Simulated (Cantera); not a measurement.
## Equilibrium for titanium nitride, carbide and oxide coatings: TiCl4 + CH4 + H2

Charge: 1 mol TiCl4, 1 mol CH4, 5 mol H2, equilibrated at 75.0 Torr.

These are equilibrium values from Cantera (NASA tables, ideal gas, pure condensed phases), not measurements of a reactor. Candidate condensed phases: C, C6H6, C7H8, C8H18, Ti, TiC, TiCl2, TiCl3, TiCl4; 96 gas species. The tables' values for TiCl2 are old estimates; treat these amounts as uncertain. TiC: taken at fixed stoichiometry. The numbers say what is thermodynamically allowed, not how fast it happens.

```
T (K)   x H2  x HCl  x TiCl3       x H   x TiCl4  n C(graphite)  n TiC(s)
-----  -----  -----  -------  --------  --------  -------------  --------
1475   0.600  0.378   0.0138   3.18e-5   0.00788          0.192     0.807
1525   0.592  0.390   0.0128   5.76e-5   0.00541          0.161     0.838
1575   0.586  0.399   0.0116  0.000101   0.00371          0.137     0.862
1625   0.581  0.406   0.0105  0.000170   0.00255          0.117     0.882
1675   0.577  0.411  0.00943  0.000279   0.00177          0.101     0.898
1725   0.574  0.416  0.00845  0.000445   0.00124         0.0878     0.911
1775   0.571  0.419  0.00757  0.000692  0.000882         0.0770     0.921
1825   0.569  0.422  0.00679   0.00105  0.000633         0.0680     0.930
1875   0.567  0.423  0.00609   0.00156  0.000460         0.0603     0.936
1925   0.565  0.425  0.00548   0.00227  0.000338         0.0536     0.942
1975   0.563  0.425  0.00493   0.00325  0.000251         0.0475     0.946
2025   0.561  0.425  0.00445   0.00456  0.000189         0.0417     0.949
2075   0.559  0.425  0.00401   0.00630  0.000143         0.0359     0.951
2125   0.557  0.423  0.00362   0.00857  0.000109         0.0300     0.953
```
x: gas mole fraction; n: condensed amount in mol.

From 1475 K to 2125 K the condensed part is C(graphite) + TiC(s). The main Ti-bearing gas is TiCl3 throughout. The share of Ti in condensed phases is highest at 2125 K (95.3 %) and lowest at 1475 K (80.7 %).
